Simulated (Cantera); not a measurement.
Charge: 1 mol SiCl4, 5.7 mol HCl, 1.4 mol H2, held at 1900000 Pa.

Equilibrium computed with Cantera from the NASA thermochemical tables; the gas is ideal and each condensed phase is pure. Candidate condensed phases: Si; 19 gas species. Kinetics and transport are ignored.

Question: At 1025 K, list the 4 most abundant gas species with their mole fractions, and the condensed phases.

Answer: HCl 0.704, H2 0.173, SiCl4 0.123, SiHCl3 0.000260. Condensed: gas only.
